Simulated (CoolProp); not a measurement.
The numbers come from the reference Helmholtz-energy equation of state, McLinden 2015 in CoolProp.

For the fluoroketone C6F12O (FK-5-1-12), give the phase and the cp (kJ/(kg K)), expansivity (1/kK) at 138.05 °C and 4090 kPa.


- 138.05 °C and 4090 kPa: liquid; cp 1.23, expansivity 3.56
